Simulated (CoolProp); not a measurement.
Vapour-liquid equilibrium of CH2F2 (R32) (1) + R1234yf (2) at 271.3 K; x and y are mole fractions of (1).

Computed with CoolProp (multi-fluid Helmholtz-energy mixture model, Tillner-Roth 1997 and Lemmon 2022; pair parameters Bell 2023).

**Question.** Give the bubble pressure and the first vapour's composition at x = 0.25, 0.55, 0.85. Is there an azeotrope?

**Answer.** x = 0.25: 0.4733 MPa, y = 0.496; x = 0.55: 0.6268 MPa, y = 0.736; x = 0.85: 0.7292 MPa, y = 0.900. No azeotrope shows between x = 0.05 and 0.95.

The pair parameters rest on a limited set of measurements; away from them the model extrapolates.
